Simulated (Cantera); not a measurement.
Feed: 1 mol Ti(OiPr)4, 11 mol H2O, equilibrated at 0.133 bar.

These are equilibrium values from Cantera (NASA tables, ideal gas, pure condensed phases), not measurements of a reactor. Candidate condensed phases: C, C6H6, C7H8, C8H18, H2O, Ti, TiC, TiO, TiO2, Ti2O3, Ti3O5, Ti4O7; 113 gas species. The feed counts by its element totals alone. Equilibrium is a limit: real reactors are often held back by kinetics, nucleation or transport.

Problem. At 1375 K, list the 4 most abundant gas species with their mole fractions, and the condensed phases.

Solution. H2 0.654, CO 0.319, H2O 0.0219, CO2 0.00516. Condensed: TiO2(rutile).
